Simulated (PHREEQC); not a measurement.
Solution (20 °C): 0.24 mol/kgw TMAH and 0.00011 mol/kgw Na2CO3. Closed to the air; pH follows from the charge balance.

The numbers come from PHREEQC with the ion-association model, phreeqc.dat.

```yaml
pH: 13.39
ionic_strength: 0.240 mol/kgw
activity_of_water: 0.992
total_alkalinity: 240 meq/kg
```

```json
[
 {"species": "OH-", "molality": "0.240", "activity": "0.167", "log γ": "-0.159"},
 {"species": "(CH3)4N+", "molality": "0.240", "activity": "0.170", "log γ": "-0.151"},
 {"species": "Na+", "molality": "0.000220", "activity": "0.000163", "log γ": "-0.130"},
 {"species": "CO3-2", "molality": "0.000110", "activity": "3.23e-5", "log γ": "-0.531"},
 {"species": "NaCO3-", "molality": "1.02e-7", "activity": "7.60e-8", "log γ": "-0.130"},
 {"species": "HCO3-", "molality": "4.25e-8", "activity": "3.13e-8", "log γ": "-0.133"}
]
```

Precipitation was switched off in this run. (CH3)4N+ isn't in the database: it is added as a free cation with an ion size of 4 Å.
